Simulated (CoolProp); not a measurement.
500 sccm (0 °C, 1 atm) of nitrogen bubbles through liquid cyclopentane at 282.6 K and leaves saturated at a total pressure of 0.0613 MPa (ideal gas phase). Each further row changes one setting.

The numbers come from the reference Helmholtz-energy equation of state, Gedanitz 2015 in CoolProp.

| case | vapour pressure (kPa) | mole fraction of vapour | delivery (mg/min) | delivery (sccm) | change of delivery for a bath 1 K warmer (%) |
|---|---|---|---|---|---|
| as stated | 22.1 | … | 880 | 281 | … |
| bath temperature 287.6 K | 27.5 | 0.448 | … | … | 8.2 |
| total pressure 0.123 MPa | 22.1 | … | 342 | 109 | 5.6 |

Q: Fill in the missing entries.

A: 
- as stated, mole fraction of vapour: 0.360
- as stated, change of delivery for a bath 1 K warmer (%): 7.3
- bath temperature 287.6 K, delivery (mg/min): 1270
- bath temperature 287.6 K, delivery (sccm): 406
- total pressure 0.123 MPa, mole fraction of vapour: 0.179
